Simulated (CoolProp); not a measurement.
A Linde-Hampson liquefier for carbon monoxide: isothermal reversible compression at 230 K from 1 atm to 40 MPa, throttling to 1 atm, return gas leaving the recuperator 0 K below the feed. Each further row changes one setting.

The numbers come from the reference Helmholtz-energy equation of state, Lemmon 2006 in CoolProp. It is a short technical equation, of lower accuracy than the large ones.

| case | liquid yield per pass | compression work (kJ/kg of gas) |
|---|---|---|
| as stated | ? | 399 |
| high pressure 80 MPa | 0.156 | ? |
| warm-end temperature 260 K | 0.156 | ? |
| warm-end gap 5 K | ? | 399 |

Task: What belongs in the gaps?

Result: 
- as stated, liquid yield per pass: 0.209
- high pressure 80 MPa, compression work (kJ/kg of gas): 472
- warm-end temperature 260 K, compression work (kJ/kg of gas): 460
- warm-end gap 5 K, liquid yield per pass: 0.197
